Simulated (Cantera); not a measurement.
Feed: 1 mol Fe2O3, 0.23 mol SO3, 3.6 mol N2, equilibrated at 700 K and 0.0150 bar.

Equilibrium computed with Cantera from the NASA thermochemical tables; the gas is ideal and each condensed phase is pure. Candidate condensed phases: Fe, FeO, FeS, FeSO4, FeS2, Fe2O3, Fe2(SO4)3, Fe3O4, S; 19 gas species. The numbers say what is thermodynamically allowed, not how fast it happens.

Base state: N2 0.996, SO2 0.00147, SO3 0.00140, O2 0.000736 (mole fractions); condensed: Fe2O3(s) + Fe2(SO4)3(s).

Question: What changes in the equilibrium state with this change: temperature from 700 K to 1148.15 K?

Answer: 
| species | before | after |
|---|---|---|
| N2 | 0.996 | 0.913 |
| SO2 | 0.00147 | 0.0578 |
| O2 | 0.000736 | 0.0289 |
| NO | 1.87e-8 | 5.16e-5 |
| SO3 | 0.00140 | 0.000480 |
| Fe2O3(s), mol | 0.927 | 1.00 |
| Fe2(SO4)3(s), mol | 0.0732 | 0 |

Question: What changes in the equilibrium state with this change: pressure from 0.0150 bar to 3.30 bar?

Answer: 
```tsv
species	before	after
N2	0.996	1.000
SO2	0.00147	6.70e-6
SO3	0.00140	6.37e-6
O2	0.000736	3.35e-6
Fe2O3(s), mol	0.927	0.923
Fe2(SO4)3(s), mol	0.0732	0.0767
```
